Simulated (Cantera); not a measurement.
A closed system holds: 1 mol B2O3, 4.3 mol H2, equilibrated at 2002 °C and 13.3 mbar.

Cantera equilibrium calculation (NASA polynomials, part measured and part estimated; ideal gas, pure solids and liquids). Candidate condensed phases: B, B2O3, B3O3H3, H2O; 23 gas species. Kinetics and transport are ignored.

Base state: H2 0.654, HBO2 0.0850, B2O3 0.0770, H 0.0595, BO 0.0516, HBO 0.0497, H2O 0.0144, B2O2 0.00716 (mole fractions); condensed: gas only.

Question: What changes in the equilibrium state with this change: H2 from 4.3 to 26 mol?

Answer: 
```json
[
 {"species": "H2", "before": "0.654", "after": "0.857"},
 {"species": "H", "before": "0.0595", "after": "0.0681"},
 {"species": "HBO", "before": "0.0497", "after": "0.0203"},
 {"species": "B2O3", "before": "0.0770", "after": "0.00542"},
 {"species": "HBO2", "before": "0.0850", "after": "0.0192"},
 {"species": "BO", "before": "0.0516", "after": "0.0184"},
 {"species": "H2O", "before": "0.0144", "after": "0.0104"},
 {"species": "B2O2", "before": "0.00716", "after": "0.000912"},
 {"species": "BO2", "before": "0.00145", "after": "0.000285"}
]
```
